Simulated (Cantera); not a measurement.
# Al + O2 + H2 (aluminium nitride and oxide growth)

Input: 1 mol Al, 0.29 mol O2, 130 mol H2, held at 0.000840 bar.

These are equilibrium values from Cantera (NASA tables, ideal gas, pure condensed phases), not measurements of a reactor. Candidate condensed phases: Al, Al2O3, H2O; 19 gas species. Mutual solubility and eutectic melting of coexisting phases are not modelled. The tables' values for AlOH are old estimates; treat these amounts as uncertain. The numbers say what is thermodynamically allowed, not how fast it happens.

```tsv
T (K)	x H2	x H	x Al	x Al2O	n Al(l)	n Al2O3(s)
1198	1.000	6.56e-6	3.00e-5	5.25e-6	0.608	0.193
1248	1.000	1.61e-5	0.000105	2.44e-5	0.594	0.192
1298	1.000	3.70e-5	0.000332	0.000100	0.549	0.189
1348	0.999	7.98e-5	0.000964	0.000368	0.415	0.177
1398	0.996	0.000163	0.00259	0.00123	0.0435	0.140
1448	0.995	0.000317	0.00287	0.00128	0	0.138
1498	0.995	0.000591	0.00298	0.00121	0	0.141
1548	0.995	0.00106	0.00307	0.00115	0	0.143
1598	0.994	0.00183	0.00316	0.00109	0	0.146
1648	0.993	0.00306	0.00324	0.00104	0	0.148
1698	0.991	0.00497	0.00331	0.000986	0	0.150
1748	0.988	0.00784	0.00338	0.000937	0	0.152
1798	0.984	0.0120	0.00344	0.000891	0	0.153
1848	0.977	0.0181	0.00350	0.000850	0	0.153
```
x: gas mole fraction; n: condensed amount in mol.

From 1198 K to 1398 K the condensed part is Al(l) + Al2O3(s). From 1448 K to 1848 K the condensed part is Al2O3(s). The main Al-bearing gas is Al throughout. The share of Al in condensed phases is highest at 1198 K (99.4 %) and lowest at 1448 K (27.6 %).
